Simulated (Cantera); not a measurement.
# Gas-phase reforming

An isothermal, constant-pressure homogeneous reactor starts with 29.4 % CH4, 70.6 % CO2, at 1450 K and 750 Torr.

Model: GRI-Mech 3.0 (53 species, 325 reactions), integrated in Cantera.

```
t (s)      x CH4  x CO2     x CH2      x H  x H2O2
--------  ------  -----  --------  -------  ------
0.000200   0.294  0.706  3.74e-11  1.12e-8  <1e-12
0.000493   0.294  0.706  1.30e-10  1.26e-8  <1e-12
0.00121    0.294  0.706  2.18e-10  1.43e-8  <1e-12
0.00299    0.294  0.706  3.26e-10  1.76e-8  <1e-12
0.00737    0.293  0.706  5.61e-10  2.82e-8  <1e-12
0.0182     0.291  0.705  9.57e-10  6.43e-8  <1e-12
0.0447     0.286  0.703   1.21e-9  1.73e-7  <1e-12
0.110      0.272  0.694   1.06e-9  4.00e-7  <1e-12
0.271      0.244  0.667  9.25e-10  7.39e-7  <1e-12
0.669      0.195  0.602   1.10e-9  1.08e-6  <1e-12
1.65       0.121  0.474   2.13e-9  1.36e-6  <1e-12
4.06      0.0505  0.338   3.31e-9  2.12e-6  <1e-12
10.0      0.0280  0.260   2.05e-9  3.14e-6  <1e-12
```
x: mole fraction; the columns are a selection and need not sum to one.

Equilibrium at this temperature and pressure: CH4 3.86e-7, CO2 0.123, CH2 <1e-12, H 4.61e-6, H2O2 <1e-12 (gas phase only).
